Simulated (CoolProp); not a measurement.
Isohexane along the isotherm 249.55 °C: fugacity coefficient from the reference equation and from simpler models built on Tc = 224.6 °C, pc = 3043 kPa, ω = 0.280; each cubic takes its own stable root.

The numbers come from the reference Helmholtz-energy equation of state, Lemmon 2006 in CoolProp. It is a short technical equation, of lower accuracy than the large ones.

```tsv
p (kPa)	phase	reference	van der Waals	Soave-Redlich-Kwong	Peng-Robinson
48.1	gas	0.9954	0.9958	0.9955	0.9949
85.6	gas	0.9918	0.9926	0.9919	0.9909
152	gas	0.9855	0.9869	0.9857	0.9839
271	gas	0.9742	0.9766	0.9745	0.9714
481	gas	0.9543	0.9585	0.9550	0.9495
856	gas	0.9190	0.9263	0.9204	0.9112
1520	gas	0.8572	0.8696	0.8604	0.8454
2710	gas	0.7478	0.7665	0.7553	0.7328
4810	supercritical	0.5547	0.5711	0.5732	0.5472
8560	supercritical	0.3815	0.4187	0.4082	0.3817
15200	supercritical	0.2910	0.3543	0.3218	0.2913
```
